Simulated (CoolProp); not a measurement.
Saturated liquid density (kg/m³) of octamethylcyclotetrasiloxane (D4): the reference equation beside estimates from Tc = 586.5 K, pc = 13.47 bar, ω = 0.598.

The numbers come from the reference Helmholtz-energy equation of state, Thol 2015 in CoolProp.

```json
[
 {"T (K)": "375.3", "reference": "860.5", "van der Waals": "491.0", "Redlich-Kwong": "719.0", "Soave-Redlich-Kwong": "777.8", "Peng-Robinson": "876.7"},
 {"T (K)": "384.4", "reference": "849.4", "van der Waals": "485.2", "Redlich-Kwong": "708.9", "Soave-Redlich-Kwong": "769.0", "Peng-Robinson": "867.3"},
 {"T (K)": "393.5", "reference": "838.2", "van der Waals": "479.3", "Redlich-Kwong": "698.5", "Soave-Redlich-Kwong": "759.9", "Peng-Robinson": "857.4"},
 {"T (K)": "402.6", "reference": "826.8", "van der Waals": "473.2", "Redlich-Kwong": "687.8", "Soave-Redlich-Kwong": "750.3", "Peng-Robinson": "847.0"},
 {"T (K)": "411.8", "reference": "815.1", "van der Waals": "466.9", "Redlich-Kwong": "676.6", "Soave-Redlich-Kwong": "740.1", "Peng-Robinson": "836.0"},
 {"T (K)": "420.9", "reference": "803.3", "van der Waals": "460.4", "Redlich-Kwong": "665.1", "Soave-Redlich-Kwong": "729.5", "Peng-Robinson": "824.5"},
 {"T (K)": "430", "reference": "791.2", "van der Waals": "453.8", "Redlich-Kwong": "653.2", "Soave-Redlich-Kwong": "718.3", "Peng-Robinson": "812.3"},
 {"T (K)": "439.1", "reference": "778.9", "van der Waals": "446.9", "Redlich-Kwong": "640.9", "Soave-Redlich-Kwong": "706.6", "Peng-Robinson": "799.4"},
 {"T (K)": "448.2", "reference": "766.3", "van der Waals": "439.8", "Redlich-Kwong": "628.2", "Soave-Redlich-Kwong": "694.2", "Peng-Robinson": "785.8"},
 {"T (K)": "457.3", "reference": "753.4", "van der Waals": "432.4", "Redlich-Kwong": "614.9", "Soave-Redlich-Kwong": "681.1", "Peng-Robinson": "771.3"},
 {"T (K)": "466.4", "reference": "740.1", "van der Waals": "424.8", "Redlich-Kwong": "601.2", "Soave-Redlich-Kwong": "667.2", "Peng-Robinson": "756.0"}
]
```

Absolute difference from the reference over all 11 rows, mean and median: van der Waals 42.7 and 42.7 %, Redlich-Kwong 17.4 and 17.2 %, Soave-Redlich-Kwong 9.4 and 9.3 %, Peng-Robinson 2.4 and 2.4 %.
